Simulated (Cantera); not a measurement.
Input (Python, Cantera) and output of one run.

```python
import numpy as np
import cantera as ct

gas_names = """
    Cs CL
""".split()
cond_names = """
    CsCL(a) CsCL(b) CsCL(L)
""".split()


# ... load() reads the species with a 1 bar reference pressure and builds the phases ...
species = {s.name: s for s in load("nasa_gas.yaml", gas_names) + load("nasa_condensed.yaml", cond_names)}
# Each term lists the table entries of one substance; the one whose range holds T is used.
reactions = {
    'Cs(g) + Cl(g) = CsCl':
        [(-1, ['Cs']), (-1, ['CL']), (1, ['CsCL(a)', 'CsCL(b)', 'CsCL(L)'])],
}


def pick(names, T):
    return next(species[n] for n in names if species[n].thermo.min_temp <= T <= species[n].thermo.max_temp)


results = []
for label, terms in reactions.items():
    print(label)
    print("     T/K   dH/kJ  dS/(J/K)   dG/kJ   log10 K")
    for T in [1000, 1100, 1200, 1300, 1400]:
        used = [(nu, pick(names, T)) for nu, names in terms]
        dH = sum(nu * s.thermo.h(T) for nu, s in used) / 1e6
        dS = sum(nu * s.thermo.s(T) for nu, s in used) / 1e3
        dG = dH - T * dS / 1e3
        logK = -dG * 1e6 / (ct.gas_constant * T * np.log(10))
        results.append((label, T, dH, dS, dG, logK, [s.name for _, s in used]))
        print(f"{T:8g} {dH:8.1f} {dS:8.1f} {dG:8.1f} {logK:8.2f}")
```

Output:

```
Cs(g) + Cl(g) = CsCl
     T/K   dH/kJ  dS/(J/K)   dG/kJ   log10 K
    1000   -608.3   -197.8   -410.6    21.44
    1100   -604.9   -194.5   -390.9    18.56
    1200   -601.4   -191.5   -371.7    16.18
    1300   -597.9   -188.7   -352.6    14.17
    1400   -594.4   -186.1   -333.9    12.46
```

Cantera with NASA thermochemical tables; ideal gases at 1 bar, condensed phases pure. Condensed species are held in their standard states even where they would react or evaporate.
